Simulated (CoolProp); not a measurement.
Properties of n-perfluorohexane at several states.

Model: reference Helmholtz-energy equation of state, Gao 2022, in CoolProp.

```json
[
 {"T (K)": "339.2", "p (MPa)": "0.863", "phase": "liquid", "density (kg/m³)": "1555", "cp (kJ/(kg K))": "1.110", "cv (kJ/(kg K))": "0.9069", "isothermal compressibility (1/MPa)": "0.004745", "fugacity coefficient": "0.1545"},
 {"T (K)": "315", "p (MPa)": "0.994", "phase": "liquid", "density (kg/m³)": "1631", "cp (kJ/(kg K))": "1.071", "cv (kJ/(kg K))": "0.8754", "isothermal compressibility (1/MPa)": "0.003307", "fugacity coefficient": "0.06089"},
 {"T (K)": "323.3", "p (MPa)": "0.012", "phase": "gas", "density (kg/m³)": "1.521", "cp (kJ/(kg K))": "0.8546", "cv (kJ/(kg K))": "0.8290", "isothermal compressibility (1/MPa)": "83.97", "fugacity coefficient": "0.9925"},
 {"T (K)": "323.3", "p (MPa)": "0.213", "phase": "liquid", "density (kg/m³)": "1601", "cp (kJ/(kg K))": "1.086", "cv (kJ/(kg K))": "0.8865", "isothermal compressibility (1/MPa)": "0.003841", "fugacity coefficient": "0.3585"}
]
```
